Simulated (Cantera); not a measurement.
Cantera run, input and output.

```python
import numpy as np
import cantera as ct

gas = ct.Solution("gri30.yaml")


def delay(T, t_max=10):
    gas.TPX = T, 500000, {'CO': 1, 'H2': 0.047, 'CH4': 0.43, 'O2': 3.37, 'N2': 12.7}
    reactor = ct.IdealGasConstPressureReactor(gas, clone=False)
    net = ct.ReactorNet([reactor])
    net.rtol, net.atol = 1e-8, 1e-16
    while net.time < t_max:
        t_old, T_old = net.time, reactor.T
        net.step()
        if reactor.T > T + 400:  # ignition: a rise of 400 K
            return t_old + (T + 400 - T_old) / (reactor.T - T_old) * (net.time - t_old)
    return np.nan


taus = []
for T in [1298, 1373, 1448, 1523, 1598, 1673, 1748, 1823, 1898]:
    taus.append(delay(T))
    print(f"T0 = {T:6g} K   tau = {taus[-1]:.4e} s")
```

Output:

```
T0 =   1298 K   tau = 6.2683e-04 s
T0 =   1373 K   tau = 3.1399e-04 s
T0 =   1448 K   tau = 1.6897e-04 s
T0 =   1523 K   tau = 9.7916e-05 s
T0 =   1598 K   tau = 6.0742e-05 s
T0 =   1673 K   tau = 4.0010e-05 s
T0 =   1748 K   tau = 2.7831e-05 s
T0 =   1823 K   tau = 2.0407e-05 s
T0 =   1898 K   tau = 1.5778e-05 s
```

Cantera simulation using GRI-Mech 3.0 (53 species, 325 reactions); the numbers are that mechanism's predictions, not measurements.
